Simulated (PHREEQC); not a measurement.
Dissolve 0.0015 mol/kgw H2SO4, 0.054 mol/kgw ZnSO4 and 0.00029 mol/kgw MnSO4 at 25 °C and 500 atm. Closed to the air; pH follows from the charge balance.

The numbers come from PHREEQC with the ion-association model, phreeqc.dat.

Each row changes one thing in this solution. Precipitation was switched off in this run.

```tsv
case	pH	ionic strength (mol/kgw)	SO4-2 (mol/kgw)	HSO4- (mol/kgw)
as made	2.80	0.136	0.0264	0.00107
MnSO4 left out	2.80	0.135	0.0262	0.00107
ZnSO4 replaced by Na2SO4 at the same molality	2.90	?	?	0.00146
ZnSO4 left out	2.58	0.00519	0.00158	?
diluted 100-fold with water	4.55	0.00212	0.000533	?
diluted 5-fold with water	3.38	0.0334	0.00797	0.000118
MnSO4 from 0.00029 to 0.000145 mol/kgw	2.80	0.136	0.0263	0.00107
```

Problem. What belongs in the gaps?

Solution. 
- ZnSO4 replaced by Na2SO4 at the same molality, ionic strength (mol/kgw): 0.149
- ZnSO4 replaced by Na2SO4 at the same molality, SO4-2 (mol/kgw): 0.0464
- ZnSO4 left out, HSO4- (mol/kgw): 0.000188
- diluted 100-fold with water, HSO4- (mol/kgw): 7.26e-7

Under pressure, the constants of complexes without a molar volume in the database are unreliable.
